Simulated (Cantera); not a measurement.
Input: 1 mol C2H5OH, 0.036 mol CO2, held at 1073.15 K and 67.0 bar.

Cantera equilibrium calculation (NASA polynomials, part measured and part estimated; ideal gas, pure solids and liquids). Candidate condensed phases: C, C6H6, C7H8, C8H18, H2O; 110 gas species. The ideal-gas law is rough above about 30 bar. The numbers say what is thermodynamically allowed, not how fast it happens.

Base state: H2 0.321, CH4 0.317, H2O 0.222, CO 0.0796, CO2 0.0596, C2H6 0.000101 (mole fractions); condensed: C(graphite).

What changes in the equilibrium state with this change: CO2 from 0.036 to 4.6 mol?


```csv
species,before,after
CO2,0.0596,0.439
CO,0.0796,0.216
H2O,0.222,0.202
CH4,0.317,0.0356
H2,0.321,0.108
C2H6,0.000101,3.80e-6
"C(graphite), mol",0.873,1.16
```

What changes in the equilibrium state with this change: CO2 from 0.036 to 1.1 mol?


```csv
species,before,after
H2O,0.222,0.281
H2,0.321,0.218
CO2,0.0596,0.207
CH4,0.317,0.146
CO,0.0796,0.148
C2H6,0.000101,3.14e-5
"C(graphite), mol",0.873,1.20
```
